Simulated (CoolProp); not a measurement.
Vapour-liquid equilibrium of R1234ze(E) (1) + R227EA (2) at -92.75 °C; x and y are mole fractions of (1).

The numbers come from the multi-fluid Helmholtz-energy mixture model, Thol 2016 and Lemmon 2016; pair parameters Bell 2023 in CoolProp.

```csv
x,bubble pressure (bar),y at the bubble point,dew pressure at overall composition x (bar),liquid density (mol/L)
0.05,…,0.064,0.006334,10.59
0.125,0.006497,…,0.006448,10.74
0.2,…,0.245,0.006565,…
0.275,0.006776,0.329,0.006686,11.07
0.35,…,0.409,0.006810,11.24
0.425,0.007037,0.485,0.006936,11.42
0.5,0.007159,0.557,0.007063,11.60
0.575,0.007274,0.627,0.007188,11.79
0.65,0.007383,…,0.007311,11.98
0.725,0.007484,0.761,0.007429,12.19
0.8,…,0.826,0.007541,12.40
0.875,0.007663,0.891,0.007643,12.62
0.95,0.007742,0.956,0.007735,12.84
```

Problem. Complete the blanks.

Solution. 
- 0.05, bubble pressure (bar): 0.006355
- 0.125, y at the bubble point: 0.157
- 0.2, bubble pressure (bar): 0.006638
- 0.2, liquid density (mol/L): 10.90
- 0.35, bubble pressure (bar): 0.006909
- 0.65, y at the bubble point: 0.695
- 0.8, bubble pressure (bar): 0.007577

No azeotrope shows between x = 0.05 and 0.95.

Pair parameters are fitted to limited data, so mixtures are less certain than the pure fluids.
